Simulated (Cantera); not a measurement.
**Stirred combustor or abatement burner**

A perfectly stirred reactor is fed with H2 : O2 : N2 = 1 : 0.5 : 1.88 (molar parts), at 0.464 atm; it is adiabatic with a 500 K inlet, and is followed from long to short residence time, starting on the burning branch (τ in s: 0.26, 0.11, 0.051, 0.023, 0.01, 0.0046, 0.002, 0.00092, 0.00041, 0.00018, 8.2e-05, 3.7e-05, 1.6e-05).

Detailed kinetics in Cantera: the H2/O2 subset of GRI-Mech 3.0, which has no nitrogen chemistry.

| τ (s) | T (K) | x H2 | x O2 | x H2O | x O | x HO2 | x H | x OH |
|---|---|---|---|---|---|---|---|---|
| 0.26 | 2447 | 0.0232 | 0.00893 | 0.309 | 0.00162 | 1.71e-6 | 0.00468 | 0.0121 |
| 0.11 | 2440 | 0.0237 | 0.00916 | 0.308 | 0.00170 | 1.74e-6 | 0.00493 | 0.0123 |
| 0.051 | 2428 | 0.0247 | 0.00960 | 0.306 | 0.00186 | 1.78e-6 | 0.00541 | 0.0127 |
| 0.023 | 2400 | 0.0267 | 0.0105 | 0.303 | 0.00221 | 1.88e-6 | 0.00650 | 0.0135 |
| 0.010 | 2346 | 0.0304 | 0.0122 | 0.296 | 0.00296 | 2.10e-6 | 0.00892 | 0.0149 |
| 0.0046 | 2264 | 0.0352 | 0.0147 | 0.286 | 0.00422 | 2.55e-6 | 0.0132 | 0.0164 |
| 0.0020 | 2142 | 0.0410 | 0.0181 | 0.272 | 0.00624 | 3.52e-6 | 0.0206 | 0.0175 |
| 0.00092 | 2004 | 0.0457 | 0.0218 | 0.259 | 0.00855 | 5.03e-6 | 0.0303 | 0.0174 |
| 0.00041 | 1842 | 0.0495 | 0.0260 | 0.245 | 0.0110 | 7.33e-6 | 0.0433 | 0.0160 |
| 0.00018 | 1667 | 0.0524 | 0.0310 | 0.231 | 0.0130 | 1.07e-5 | 0.0584 | 0.0133 |
| 8.2e-5 | 1494 | 0.0583 | 0.0379 | 0.216 | 0.0134 | 1.60e-5 | 0.0720 | 0.00998 |
| 3.7e-5 | 1290 | 0.0897 | 0.0563 | 0.182 | 0.0103 | 2.93e-5 | 0.0723 | 0.00595 |
| 1.6e-5 | 500 | 0.296 | 0.148 | <1e-12 | <1e-12 | <1e-12 | <1e-12 | <1e-12 |
x: mole fraction; the columns are a selection and need not sum to one.
